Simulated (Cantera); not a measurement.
Feed: 1 mol Si, 1.8 mol NF3, at 275 °C and 75.0 Torr.

Equilibrium computed with Cantera from the NASA thermochemical tables; the gas is ideal and each condensed phase is pure. Candidate condensed phases: Si, Si3N4; 16 gas species. Kinetics and transport are ignored.

### Question
What is the equilibrium state?

### Answer
- x(SiF4) = 0.469
- x(N2) = 0.313
- x(NF3) = 0.218
- x(F2) = 0.000782
- x(F) = 2.68e-6
- gas amount = 2.134 mol
- log10 activity of Si(s) (absent) = -139.56
